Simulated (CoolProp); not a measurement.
n-butane along the isobar 120 bar: fugacity coefficient from the reference equation and from simpler models built on Tc = 425.1 K, pc = 37.96 bar, ω = 0.201; each cubic takes its own stable root.

Values from CoolProp's reference Helmholtz-energy equation of state, Bücker 2006.

```json
[
 {"T (K)": "148.1", "phase": "liquid", "reference": "1.168e-6"},
 {"T (K)": "152.9", "phase": "liquid", "reference": "2.341e-6"},
 {"T (K)": "157.8", "phase": "liquid", "reference": "4.533e-6"},
 {"T (K)": "162.7", "phase": "liquid", "reference": "8.389e-6"},
 {"T (K)": "167.6", "phase": "liquid", "reference": "1.490e-5"},
 {"T (K)": "172.5", "phase": "liquid", "reference": "2.551e-5"},
 {"T (K)": "177.3", "phase": "liquid", "reference": "4.180e-5"},
 {"T (K)": "182.2", "phase": "liquid", "reference": "6.709e-5"},
 {"T (K)": "187.1", "phase": "liquid", "reference": "0.0001047"},
 {"T (K)": "192", "phase": "liquid", "reference": "0.0001590"},
 {"T (K)": "196.8", "phase": "liquid", "reference": "0.0002341"},
 {"T (K)": "201.7", "phase": "liquid", "reference": "0.0003398"},
 {"T (K)": "206.6", "phase": "liquid", "reference": "0.0004831"},
 {"T (K)": "211.5", "phase": "liquid", "reference": "0.0006738"},
 {"T (K)": "216.4", "phase": "liquid", "reference": "0.0009235"},
 {"T (K)": "221.2", "phase": "liquid", "reference": "0.001238"}
]
```

**Question.** How far does each simpler model (van der Waals, Peng-Robinson) lie from the reference over these 16 states: mean and median of the absolute difference, and the worst?

**Answer.** 
- van der Waals: mean 28754.0 %, median 10627.7 %, worst +143906.8 % at 148.1 K and 120 bar
- Peng-Robinson: mean 7.4 %, median 5.4 %, worst +21.7 % at 148.1 K and 120 bar
